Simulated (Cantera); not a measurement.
## Stirred combustor or abatement burner

A perfectly stirred reactor is fed with 3.99 % CH4, 19.0 % O2, 71.4 % N2, 5.59 % H2O, equivalence ratio 0.42, at 0.840 bar; it is adiabatic with a 573 K inlet, and is followed from long to short residence time, starting on the burning branch (τ in s: 0.14, 0.06, 0.026, 0.012, 0.0051, 0.0022, 0.00098, 0.00043, 0.00019, 8.4e-05).

Cantera simulation using GRI-Mech 3.0 (53 species, 325 reactions); the numbers are that mechanism's predictions, not measurements.

```tsv
τ (s)	T (K)	x CH4	x O2	x H2O	x C2H4	x CO	x C2H	x HCO
0.14	1482	2.36e-5	0.110	0.135	1.53e-8	0.000257	<1e-12	8.27e-9
0.060	1479	4.11e-5	0.110	0.135	2.95e-8	0.000466	<1e-12	2.00e-8
0.026	1473	7.16e-5	0.110	0.135	5.37e-8	0.000846	1.21e-12	4.80e-8
0.012	1465	0.000122	0.111	0.135	9.15e-8	0.00148	1.89e-12	1.08e-7
0.0051	1450	0.000228	0.112	0.134	1.71e-7	0.00279	2.96e-12	2.64e-7
0.0022	1419	0.000476	0.113	0.133	4.04e-7	0.00548	4.78e-12	6.29e-7
0.00098	573	0.0399	0.190	0.0559	<1e-12	<1e-12	<1e-12	<1e-12
0.00043	573	0.0399	0.190	0.0559	<1e-12	<1e-12	<1e-12	<1e-12
0.00019	573	0.0399	0.190	0.0559	<1e-12	<1e-12	<1e-12	<1e-12
8.4e-5	573	0.0399	0.190	0.0559	<1e-12	<1e-12	<1e-12	<1e-12
```
x: mole fraction; the columns are a selection and need not sum to one.
